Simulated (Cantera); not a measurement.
An isothermal, constant-pressure homogeneous reactor starts with H2 : O2 = 0.087 : 1 (molar parts), at 1423 K and 0.00138 atm.

Model: GRI-Mech 3.0 (53 species, 325 reactions), integrated in Cantera. Radical loss at walls, strong at low pressure, is not modelled. The temperature is held fixed by assumption; the heat of reaction is taken as removed at once.

x: mole fraction; the columns are a selection and need not sum to one.

```
t (s)         x H2   x O2    x H2O2       x O       x H      x OH    x HO2
--------  --------  -----  --------  --------  --------  --------  -------
0.000300    0.0800  0.920  3.96e-11   3.79e-8   5.00e-8   3.50e-8  7.41e-8
0.000773    0.0800  0.920  2.57e-10   2.12e-7   1.57e-7   1.84e-7  1.91e-7
0.00199     0.0800  0.920         ?   2.80e-6   1.68e-6   2.34e-6  4.90e-7
0.00514     0.0779  0.918         ?  0.000911  0.000534  0.000750  8.13e-7
0.0132     0.00216  0.855   8.80e-9    0.0533    0.0131   0.00958  2.84e-7
0.0341     0.00200  0.855   8.46e-9    0.0537    0.0128   0.00932  2.82e-7
0.0879     0.00198  0.856   8.46e-9    0.0531    0.0126   0.00928  2.81e-7
0.227      0.00193  0.858   8.45e-9    0.0516    0.0121   0.00918  2.80e-7
0.584      0.00182  0.862   8.41e-9    0.0480    0.0109   0.00892  2.77e-7
1.51       0.00155  0.871   8.24e-9    0.0400   0.00834   0.00829  2.68e-7
3.88       0.00105  0.887         ?    0.0260   0.00440   0.00687  2.40e-7
10.0      0.000445  0.904         ?    0.0107   0.00117   0.00452  1.70e-7
```

Problem. Complete the blanks.

Solution. 
- 0.00199, x H2O2: 1.62e-9
- 0.00514, x H2O2: 6.78e-9
- 3.88, x H2O2: 7.56e-9
- 10.0, x H2O2: 5.66e-9
